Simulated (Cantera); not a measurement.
Cantera run, input and output.

```python
import numpy as np
import cantera as ct

gas = ct.Solution("gri30.yaml")
gas.TPX = 1325, 110000, {'CO': 0.0012, 'O2': 0.02, 'H2O': 0.096, 'N2': 1}
reactor = ct.IdealGasConstPressureReactor(gas, energy="off", clone=False)
net = ct.ReactorNet([reactor])
net.rtol, net.atol = 1e-08, 1e-18
show = ['CO', 'O2', 'H2O', 'NO', 'H', 'H2O2', 'OH']
times = np.geomspace(6e-05, 40, 14)

steps = ct.SolutionArray(gas, extra=["t"])
rows = []
print(f"{'t/s':>10s}{'T/K':>9s}{'P/Pa':>11s}" + "".join(f"{s:>11s}" for s in show))
for t in times:
    while net.time < t:
        t_next = net.step()
        steps.append(gas.state, t=t_next)
    rows.append([np.interp(t, steps.t, y) for y in (steps.T, steps.P, *steps(*show).X.T)])
    print(f"{t:10.3e}{rows[-1][0]:9.1f}{rows[-1][1]:11.4g}" + "".join(f"{x:11.3e}" for x in rows[-1][2:]))
rate = np.gradient(steps.T, steps.t)
print("integrator steps:", len(steps.t))
if steps.T.max() > steps.T[0] + 200:
    print(f"time of steepest temperature rise: {steps.t[rate.argmax()]:.4e} s")
gas.TPX = 1325, 110000, {'CO': 0.0012, 'O2': 0.02, 'H2O': 0.096, 'N2': 1}
gas.equilibrate("TP")
print(f"equilibrium (TP): T = {gas.T:.1f} K  " + "  ".join(f"{s} {gas[s].X[0]:.3e}" for s in show))
```

Output:

```
       t/s      T/K       P/Pa         CO         O2        H2O         NO          H       H2O2         OH
 6.000e-05   1325.0    1.1e+05  1.074e-03  1.790e-02  8.593e-02  4.416e-18  3.365e-11  2.244e-12  1.155e-09
 1.683e-04   1325.0    1.1e+05  1.074e-03  1.790e-02  8.593e-02  2.527e-17  1.416e-10  8.719e-12  4.476e-09
 4.722e-04   1325.0    1.1e+05  1.074e-03  1.790e-02  8.593e-02  1.902e-16  7.476e-10  2.873e-11  2.377e-08
 1.325e-03   1325.0    1.1e+05  1.074e-03  1.790e-02  8.593e-02  4.592e-15  1.285e-08  2.309e-10  4.170e-07
 3.716e-03   1325.0    1.1e+05  8.404e-04  1.777e-02  8.581e-02  6.105e-11  7.143e-06  1.550e-07  1.299e-04
 1.043e-02   1325.0    1.1e+05  6.093e-05  1.739e-02  8.591e-02  1.957e-09  8.780e-07  7.016e-08  7.865e-05
 2.925e-02   1325.0    1.1e+05  4.329e-06  1.737e-02  8.596e-02  2.435e-09  3.690e-08  1.215e-08  2.889e-05
 8.205e-02   1325.0    1.1e+05  2.115e-07  1.737e-02  8.597e-02  2.631e-09  3.095e-09  2.791e-09  1.321e-05
 2.302e-01   1325.0    1.1e+05  5.221e-09  1.737e-02  8.597e-02  2.739e-09  6.852e-10  1.053e-09  7.925e-06
 6.458e-01   1325.0    1.1e+05  1.984e-09  1.737e-02  8.597e-02  2.814e-09  4.621e-10  7.957e-10  6.836e-06
 1.812e+00   1325.0    1.1e+05  1.956e-09  1.737e-02  8.597e-02  2.892e-09  4.550e-10  7.866e-10  6.794e-06
 5.082e+00   1325.0    1.1e+05  1.956e-09  1.737e-02  8.597e-02  3.079e-09  4.549e-10  7.865e-10  6.794e-06
 1.426e+01   1325.0    1.1e+05  1.956e-09  1.737e-02  8.597e-02  3.602e-09  4.549e-10  7.865e-10  6.794e-06
 4.000e+01   1325.0    1.1e+05  1.956e-09  1.737e-02  8.597e-02  5.070e-09  4.549e-10  7.865e-10  6.794e-06
integrator steps: 1090
equilibrium (TP): T = 1325.0 K  CO 1.960e-09  O2 1.730e-02  H2O 8.597e-02  NO 1.428e-04  H 4.554e-10  H2O2 7.849e-10  OH 6.787e-06
```

Detailed kinetics in Cantera: GRI-Mech 3.0 (53 species, 325 reactions).
